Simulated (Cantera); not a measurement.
A Cantera script and what it prints.

```python
import numpy as np
import cantera as ct

gas_names = """
    B BH BH2 BH3 BN BO BO2 B2 B2O B2O2 B2O3 B3O3H3 H HBO HBO2 HNO HNO2 HNO3 HO2 H2 H2O H2O2 H3B3O6 N NH
    NH2 NH3 NH2OH NO NO2 NO3 N2 N2H2 N2H4 N2O O OH O2 O3
""".split()
cond_names = """
    B(b) B(L) BN(s) B2O3(L) B3O3H3(cr) H2O(s) H2O(L)
""".split()


# ... load() reads the species with a 1 bar reference pressure and builds the phases ...
atoms = {
    'B2O3': {'B': 2, 'O': 3},
    'NH3': {'N': 1, 'H': 3},
    'O2': {'O': 2},
}
top_T = {'BN(s)': 3200}  # K; cautious upper limits of use, not melting points


# ... equilibrate(T, P, feed) seeds the gas with the atoms and calls Mixture.equilibrate('TP', solver="vcs", rtol=1e-11, max_steps=5000) ...
results = []
feed = {'B2O3': 1, 'NH3': 0.37, 'O2': 7.5}  # mol
T = 1925  # K
for P in [10, 37, 140, 520, 1900, 7200, 27000, 100000]:
    mix = equilibrate(T, P, feed)
    results.append((T, P, feed, dict(zip(mix.species_names, mix.species_moles))))

top = {s: max(r[3][s] / sum(r[3][g] for g in gas_names) for r in results) for s in gas_names}
cols = sorted((s for s in top if top[s] > 0.001), key=lambda s: -top[s])[:7]
seen = [c for c in cond_names if any(r[3].get(c, 0) > 1e-12 for r in results)]
print("log10 of partial pressures in bar; condensed amounts in mol")
print(f"{'P/Pa':>10s}" + "".join(f"{s[:9]:>10s}" for s in cols + seen))
for T, P, feed, n in results:
    ng = sum(n[g] for g in gas_names)
    print(f"{P:10.4g}" + "".join(f"{np.log10(max(n[s] / ng * P / 1e5, 1e-99)):10.3f}" for s in cols)
          + "".join(f"{n.get(c, 0):10.4g}" for c in seen))
```

Result:

```
log10 of partial pressures in bar; condensed amounts in mol
      P/Pa        O2      HBO2      B2O3       BO2         O       H2O        N2   B2O3(L)
        10    -4.125    -5.089    -5.375    -5.304    -5.497    -5.838    -5.720         0
        37    -3.545    -4.497    -4.759    -4.851    -5.207    -5.269    -5.146         0
       140    -2.960    -3.903    -4.145    -4.398    -4.914    -4.696    -4.565         0
       520    -2.386    -3.323    -3.549    -3.956    -4.627    -4.131    -3.993         0
      1900    -1.821    -2.753    -2.968    -3.525    -4.345    -3.572    -3.430         0
      7200    -1.241    -2.170    -2.376    -3.083    -4.055    -2.998    -2.850         0
   2.7e+04    -0.665    -1.592    -1.792    -2.648    -3.767    -2.426    -2.276         0
     1e+05    -0.069    -1.136    -1.762    -2.483    -3.469    -1.544    -1.680    0.5312
```

These are equilibrium values from Cantera (NASA tables, ideal gas, pure condensed phases), not measurements of a reactor.
